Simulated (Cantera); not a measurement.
Input (Python, Cantera):

```python
import numpy as np
import cantera as ct

gas = ct.Solution("gri30.yaml", transport_model="multicomponent")
show = ['NH3', 'O', 'OH']

rows = []
print(f"{'T/K':>7s}{'rho':>11s}{'cp':>10s}{'mu':>11s}{'lambda':>11s}{'Pr':>7s}" + "".join(f"{'D_' + s:>11s}" for s in show))
for T in [400, 650, 900, 1150, 1400, 1650, 1900, 2150]:
    gas.TPX = T, 13332, {'C2H4': 0.28, 'CH4': 0.36, 'CO2': 0.058, 'H2': 0.79}
    Pr = gas.cp_mass * gas.viscosity / gas.thermal_conductivity
    D = [gas.mix_diff_coeffs_mole[gas.species_index(s)] for s in show]
    rows.append([gas.density, gas.cp_mass, gas.viscosity, gas.thermal_conductivity, Pr, *D])
    print(f"{T:7g}{gas.density:11.4e}{gas.cp_mass:10.1f}{gas.viscosity:11.4e}"
          f"{gas.thermal_conductivity:11.4e}{Pr:7.3f}" + "".join(f"{d:11.4e}" for d in D))
print("SI units: kg/m3, J/kg/K, Pa s, W/m/K, m2/s")
```

Result:

```
    T/K        rho        cp         mu     lambda     Pr      D_NH3        D_O       D_OH
    400 4.7888e-02    3085.9 1.4822e-05 1.0076e-01  0.454 4.1462e-04 5.9539e-04 5.8695e-04
    650 2.9470e-02    3765.7 2.1608e-05 1.5930e-01  0.511 1.0246e-03 1.3706e-03 1.3513e-03
    900 2.1284e-02    4298.8 2.7306e-05 2.1852e-01  0.537 1.8335e-03 2.3722e-03 2.3389e-03
   1150 1.6657e-02    4737.4 3.2342e-05 2.7751e-01  0.552 2.8124e-03 3.5741e-03 3.5239e-03
   1400 1.3682e-02    5076.0 3.6927e-05 3.3557e-01  0.559 3.9436e-03 4.9595e-03 4.8898e-03
   1650 1.1609e-02    5341.0 4.1183e-05 3.9183e-01  0.561 5.2153e-03 6.5160e-03 6.4245e-03
   1900 1.0082e-02    5549.2 4.5188e-05 4.4608e-01  0.562 6.6190e-03 8.2343e-03 8.1188e-03
   2150 8.9094e-03    5714.7 4.8994e-05 4.9828e-01  0.562 8.1484e-03 1.0107e-02 9.9650e-03
SI units: kg/m3, J/kg/K, Pa s, W/m/K, m2/s
```

Model: GRI-Mech 3.0 (53 species, 325 reactions), integrated in Cantera. The composition is frozen, though it would react at the higher temperatures.
